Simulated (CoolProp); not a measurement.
Vapour-liquid equilibrium of 1-butene (1) + n-perfluorobutane (2) at 6.45 bar; x and y are mole fractions of (1).

Values from CoolProp's multi-fluid Helmholtz-energy mixture model, Lemmon 2005 and Gao 2022; pair parameters Bell 2016.

```csv
x,bubble temperature (K),y at the bubble point,dew temperature at overall composition x (K),liquid density (mol/L)
0.05,___,0.122,327.3,5.889
0.2,___,0.407,322.4,___
0.35,309.7,0.543,___,6.837
0.5,308.5,0.588,___,7.317
0.65,308.4,0.592,311.0,7.933
0.8,308.5,___,317.8,___
0.95,315.9,0.757,324.3,9.659
```

Problem. Complete the blanks.

Solution. 
- 0.05, bubble temperature (K): 325.0
- 0.2, bubble temperature (K): 314.9
- 0.2, liquid density (mol/L): 6.381
- 0.35, dew temperature at overall composition x (K): 317.0
- 0.5, dew temperature at overall composition x (K): 311.3
- 0.8, y at the bubble point: 0.593
- 0.8, liquid density (mol/L): 8.762

y crosses x between x = 0.5 and 0.65: the model has an azeotrope there.

Pair parameters are fitted to limited data, so mixtures are less certain than the pure fluids. With so large a gap from Raoult's law the liquid may split in two, which this calculation doesn't test in full.
